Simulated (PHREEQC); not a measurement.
# Alkaline etch or developer (model solution)

Dissolve 14 mmol/kgw NH3 and 0.15 mmol/kgw H3BO3 at 20 °C. Closed to the air; pH follows from the charge balance.

All values are PHREEQC results (ion-association model, phreeqc.dat), not measurements.

The pH is 10.78 and the ionic strength comes out as 0.000572 mol/kgw. The total alkalinity is 14.0 meq/kg.

```json
[
 {"species": "NH3", "molality": "0.0134", "activity": "0.0134", "log γ": "0.000"},
 {"species": "NH4+", "molality": "0.000572", "activity": "0.000557", "log γ": "-0.012"},
 {"species": "OH-", "molality": "0.000427", "activity": "0.000415", "log γ": "-0.012"},
 {"species": "H2BO3-", "molality": "0.000146", "activity": "0.000142", "log γ": "-0.012"},
 {"species": "H3BO3", "molality": "4.45e-6", "activity": "4.45e-6", "log γ": "0.000"}
]
```

This is a speciation only: nothing precipitates in the calculation.
